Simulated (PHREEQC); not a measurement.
Solution (25 °C): 0.0018 mol TMAH and 0.0029 mol Na2CO3 per kg of water. Closed to the air; pH follows from the charge balance.

Model: ion-association model, phreeqc.dat, run in PHREEQC.

```csv
quantity,before,after
pH,11.26,11.23
ionic strength (mol/kgw),0.00993,0.00180
```

Task: Name the change that produced these shifts.
(A) temperature from 25 to 5 °C
(B) TMAH from 0.0018 to 0.0009 mol/kgw
(C) Na2CO3 left out
(D) 5.7e-05 mol/kgw K2CO3 added
(E) Na2CO3 from 0.0029 to 0.00261 mol/kgw

Result: C, Na2CO3 left out

This is a speciation only: nothing precipitates in the calculation. (CH3)4N+ isn't in the database: it is added as a free cation with an ion size of 4 Å.
